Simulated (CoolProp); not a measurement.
A single-stage vapour-compression cycle with R407C: evaporating at 216.15 K (dew point), condensing at 275.15 K (bubble point), superheat 10 K, subcooling 8 K, compressor efficiency 0.7, no pressure losses. Each further row changes one setting.

Computed with CoolProp (reference Helmholtz-energy equation of state, Lemmon 2003). It is a pseudo-pure fit of the blend.

```csv
case,cooling COP,pressure ratio,discharge temperature (K),refrigerating effect (kJ/kg),volumetric capacity (kJ/m³)
as stated,…,18.2,362.5,193,300
evaporating temperature 221.15 K,2.07,13.5,354.2,196,402
condensing temperature 270.15 K,2.02,15.4,…,200,311
subcooling 13 K,1.89,18.2,362.5,200,311
superheat 20 K,1.81,18.2,374.7,200,297
compressor efficiency 0.6,1.56,18.2,…,193,300
```

### Question
Some entries are withheld; supply them.

### Answer

- as stated, cooling COP: 1.82
- condensing temperature 270.15 K, discharge temperature (K): 354.4
- compressor efficiency 0.6, discharge temperature (K): 380.5
